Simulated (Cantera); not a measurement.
Feed: 1 mol Zr, 0.3 mol H2O, 190 mol H2, equilibrated at 810000 Pa.

Cantera equilibrium calculation (NASA polynomials, part measured and part estimated; ideal gas, pure solids and liquids). Candidate condensed phases: H2O, Zr, ZrO2; 12 gas species. Mutual solubility and eutectic melting of coexisting phases are not modelled. Condensed phases not in the tables: N, O or C dissolved in the metal. Kinetics and transport are ignored.

log p: log10 of the partial pressure in bar; n: condensed amount in mol.

| T (K) | log p H2 | log p H | log p H2O | log p ZrO | log p Zr | log p OH | n Zr(β) | n ZrO2(tetragonal) | n Zr(l) |
|---|---|---|---|---|---|---|---|---|---|
| 1750 | 0.91 | -3.18 | -6.14 | -9.58 | -10.86 | <-11 | 0.850 | 0.150 | 0 |
| 1850 | 0.91 | -2.81 | -5.67 | -8.59 | -9.89 | -10.53 | 0.850 | 0.150 | 0 |
| 1950 | 0.91 | [?] | [?] | [?] | [?] | [?] | 0.850 | 0.150 | 0 |
| 2050 | 0.91 | -2.19 | -4.88 | -6.90 | -8.23 | -8.94 | 0.850 | 0.150 | 0 |
| 2150 | 0.91 | -1.92 | -4.53 | -6.17 | -7.52 | -8.25 | 0 | 0.150 | 0.850 |
| 2250 | 0.91 | -1.68 | -4.21 | -5.53 | -6.89 | -7.62 | 0 | 0.149 | 0.851 |
| 2350 | 0.91 | [?] | [?] | [?] | [?] | [?] | 0 | 0.148 | 0.851 |
| 2450 | 0.91 | -1.24 | -3.65 | -4.39 | -5.80 | -6.51 | 0 | 0.147 | 0.852 |

Problem. Complete the blanks.

Solution. 
- 2350, log p H: -1.45
- 2350, log p H2O: -3.92
- 2350, log p ZrO: -4.94
- 2350, log p Zr: -6.32
- 2350, log p OH: -7.04
- 1950, log p H: -2.49
- 1950, log p H2O: -5.26
- 1950, log p ZrO: -7.70
- 1950, log p Zr: -9.01
- 1950, log p OH: -9.69
